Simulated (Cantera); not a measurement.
# Ignition delay

Mixture: 13.1 % CO, 17.0 % H2, 5.36 % CH4, 13.6 % O2, 51.0 % N2, equivalence ratio 1.9, at 0.760 bar, adiabatic and at constant volume. Ignition delay is the time to a rise of 400 K.

Computed with Cantera and GRI-Mech 3.0 (53 species, 325 reactions).

```
T0 (K)  delay (ms)
------  ----------
1225         0.264
1300         0.159
1375         0.103
1450        0.0714
1525        0.0518
```

```yaml
apparent activation energy between 1375 and 1525 K: 80 kJ/mol
```
